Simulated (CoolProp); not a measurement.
Vapour pressure (MPa) of R134a: the reference equation beside estimates from Tc = 374.2 K, pc = 4.059 MPa, ω = 0.327. Clausius-Clapeyron is anchored at 325.2 K with a constant enthalpy of vaporisation of 15.24 kJ/mol.

The numbers come from the reference Helmholtz-energy equation of state, Tillner-Roth 1994 in CoolProp.

| T (K) | reference | Clausius-Clapeyron | Redlich-Kwong | Soave-Redlich-Kwong | Peng-Robinson |
|---|---|---|---|---|---|
| 279.5 | 0.3664 | 0.5520 | 0.5997 | 0.3683 | 0.3651 |
| 287.1 | 0.4721 | 0.6566 | 0.7356 | 0.4758 | 0.4707 |
| 294.7 | 0.5996 | 0.7741 | 0.8918 | 0.6055 | 0.5982 |
| 302.3 | 0.7516 | 0.9051 | 1.069 | 0.7604 | 0.7505 |
| 309.9 | 0.9308 | 1.050 | 1.270 | 0.9434 | 0.9306 |
| 317.5 | 1.140 | 1.210 | 1.495 | 1.157 | 1.142 |
| 325.2 | 1.387 | 1.387 | 1.749 | 1.409 | 1.391 |
| 332.8 | 1.668 | 1.578 | 2.027 | 1.695 | 1.674 |
| 340.4 | 1.990 | 1.784 | 2.332 | 2.022 | 2.000 |
| 348 | 2.356 | 2.007 | 2.667 | 2.393 | 2.370 |
| 355.6 | 2.774 | 2.246 | 3.032 | 2.811 | 2.791 |
| 363.2 | 3.248 | 2.501 | 3.428 | 3.281 | 3.266 |

Absolute difference from the reference over all 12 rows, mean and median: Clausius-Clapeyron 19.2 and 16.9 %, Redlich-Kwong 30.9 and 28.6 %, Soave-Redlich-Kwong 1.3 and 1.3 %, Peng-Robinson 0.3 and 0.3 %.
